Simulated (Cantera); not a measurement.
# Ignition delay

Mixture: CH₄ : O₂ : N₂ : H₂O = 1 : 1.43 : 5.37 : 1.1 (molar parts), equivalence ratio 1.4, at 2.37 atm, adiabatic and at constant volume. Ignition delay is the time to a rise of 400 K.

Detailed kinetics in Cantera: GRI-Mech 3.0 (53 species, 325 reactions).

```
T0 (K)  delay (ms)
------  ----------
1275          11.4
1375          3.52
1475          1.15
1575         0.401
1675         0.155
1775        0.0678
1875        0.0335
1975        0.0183
2075        0.0109
```

The apparent activation energy between 1875 and 2075 K is 180 kJ/mol.
